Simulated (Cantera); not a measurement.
Input: 1 mol C₆H₆, 2.9 mol NH₃, 68 mol H₂, equilibrated at 3900 Pa.

These are equilibrium values from Cantera (NASA tables, ideal gas, pure condensed phases), not measurements of a reactor. Candidate condensed phases: C, C₆H₆, C₇H₈, C₈H₁₈; 92 gas species. Rates play no part.

### Question
At 2648 K, list the 7 most abundant gas species with their mole fractions, and the condensed phases.

### Answer
H₂ 0.757, H 0.205, C₂H₂ (acetylene) 0.0148, N₂ 0.0115, HCN 0.00937, HNC 0.00129, C₂H 0.000385. Condensed: C(graphite).
